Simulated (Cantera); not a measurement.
# Low-pressure radical oxidation in H2/O2

An isothermal, constant-pressure homogeneous reactor starts with 25.4 % H2, 74.6 % O2, equivalence ratio 0.17, at 1150 K and 1.50 Torr.

Detailed kinetics in Cantera: the H2/O2 subset of GRI-Mech 3.0, which has no nitrogen chemistry. Radical loss at walls, strong at low pressure, is not modelled. The temperature is held fixed by assumption; the heat of reaction is taken as removed at once.

| t (s) | x H2 | x O2 | x H | x O | x H2O |
|---|---|---|---|---|---|
| 8.00e-5 | 0.254 | 0.746 | 7.34e-10 | 5.92e-11 | 1.56e-11 |
| 0.000228 | 0.254 | 0.746 | 2.07e-9 | 4.18e-10 | 2.77e-10 |
| 0.000649 | 0.254 | 0.746 | 7.79e-9 | 2.98e-9 | 4.46e-9 |
| 0.00185 | 0.254 | 0.746 | 9.50e-8 | 4.56e-8 | 1.23e-7 |
| 0.00526 | 0.254 | 0.746 | 6.12e-5 | 2.99e-5 | 9.11e-5 |
| 0.0150 | 0.0141 | 0.613 | 0.103 | 0.0762 | 0.184 |
| 0.0427 | 0.0123 | 0.617 | 0.0938 | 0.0743 | 0.193 |
| 0.122 | 0.0108 | 0.635 | 0.0719 | 0.0614 | 0.213 |
| 0.346 | 0.00681 | 0.669 | 0.0311 | 0.0344 | 0.251 |
| 0.986 | 0.00161 | 0.701 | 0.00322 | 0.00756 | 0.283 |
| 2.81 | 0.000160 | 0.708 | 9.92e-5 | 0.000743 | 0.290 |
| 8.00 | 1.93e-5 | 0.709 | 4.19e-6 | 9.02e-5 | 0.290 |
x: mole fraction; the columns are a selection and need not sum to one.

Equilibrium at this temperature and pressure: H2 3.34e-8, O2 0.709, H 3.07e-10, O 1.58e-7, H2O 0.291 (gas phase only).
